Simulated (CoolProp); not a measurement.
Vapour-liquid equilibrium of R143a (1) + R152A (2) at -43.45 °C; x and y are mole fractions of (1).

Model: multi-fluid Helmholtz-energy mixture model, Lemmon and Jacobsen 2000 and Outcalt 1996; pair parameters Bell 2016, in CoolProp.

Question: Give the bubble pressure and the first vapour's composition at x = 0.2, 0.575, 0.875. Is there an azeotrope?

Answer: x = 0.2: 0.06041 MPa, y = 0.465; x = 0.575: 0.09068 MPa, y = 0.791; x = 0.875: 0.1120 MPa, y = 0.944. No azeotrope shows between x = 0.05 and 0.95.

Pair parameters are fitted to limited data, so mixtures are less certain than the pure fluids.
